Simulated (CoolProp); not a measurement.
Vapour-liquid equilibrium of dimethyl ether (1) + isobutane (2) at 1560 kPa; x and y are mole fractions of (1).

Values from CoolProp's multi-fluid Helmholtz-energy mixture model, Wu 2011 and Bücker 2006; pair parameters Bell 2016.

| x | bubble temperature (K) | y at the bubble point | dew temperature at overall composition x (K) | liquid density (mol/L) |
|---|---|---|---|---|
| 0.05 | 357.7 | 0.084 | 358.9 | 8.043 |
| 0.2 | 350.8 | 0.294 | 353.9 | 8.630 |
| 0.35 | 345.8 | 0.456 | 349.0 | 9.243 |
| 0.5 | 342.2 | 0.590 | 344.6 | 9.911 |
| 0.65 | 339.5 | 0.710 | 340.8 | 10.66 |
| 0.8 | 337.7 | 0.828 | 338.1 | 11.52 |
| 0.95 | 336.6 | 0.954 | 336.6 | 12.50 |

No azeotrope shows between x = 0.05 and 0.95.

The pair parameters rest on a limited set of measurements; away from them the model extrapolates.
